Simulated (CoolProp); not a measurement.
Vapour-liquid equilibrium of n-octane (1) + ethylbenzene (2) at 0.404 bar; x and y are mole fractions of (1).

Model: multi-fluid Helmholtz-energy mixture model, Beckmüller 2019 and Zhou 2012; pair parameters Bell 2016, in CoolProp.

| x | bubble temperature (K) | y at the bubble point | dew temperature at overall composition x (K) | liquid density (mol/L) |
|---|---|---|---|---|
| 0.05 | … | 0.082 | 377.5 | 7.329 |
| 0.15 | 375.2 | 0.222 | 376.1 | … |
| 0.25 | 373.7 | 0.339 | … | 6.891 |
| 0.35 | 372.5 | … | … | 6.688 |
| 0.45 | 371.5 | 0.532 | 372.4 | 6.495 |
| 0.55 | 370.7 | 0.617 | 371.3 | 6.312 |
| 0.65 | … | 0.700 | 370.4 | 6.138 |
| 0.75 | 369.5 | 0.782 | 369.7 | 5.972 |
| 0.85 | 369.1 | 0.866 | 369.1 | 5.815 |
| 0.95 | 368.8 | 0.954 | 368.8 | 5.666 |

Question: Fill in the missing entries.

Answer: 
- 0.05, bubble temperature (K): 377.0
- 0.15, liquid density (mol/L): 7.105
- 0.25, dew temperature at overall composition x (K): 374.8
- 0.35, y at the bubble point: 0.440
- 0.35, dew temperature at overall composition x (K): 373.5
- 0.65, bubble temperature (K): 370.0

No azeotrope shows between x = 0.05 and 0.95.

Pair parameters are fitted to limited data, so mixtures are less certain than the pure fluids.
